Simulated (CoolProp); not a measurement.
Computed with CoolProp (reference Helmholtz-energy equation of state, Schroeder 2014).

### Question
For ethanol, give the phase and the cv (kJ/(kg K)), speed of sound (m/s), viscosity (µPa s), conductivity (mW/(m K)) at 131.95 °C and 0.0297 MPa; 131.95 °C and 0.094 MPa.

### Answer
- 131.95 °C and 0.0297 MPa: gas; cv 1.61, speed of sound 284, viscosity 12.0, conductivity 26.5
- 131.95 °C and 0.094 MPa: gas; cv 1.63, speed of sound 282, viscosity 12.0, conductivity 26.6

Viscosity comes from a separate model (Kiselev 2005). Thermal conductivity comes from a separate model (Assael 2013).
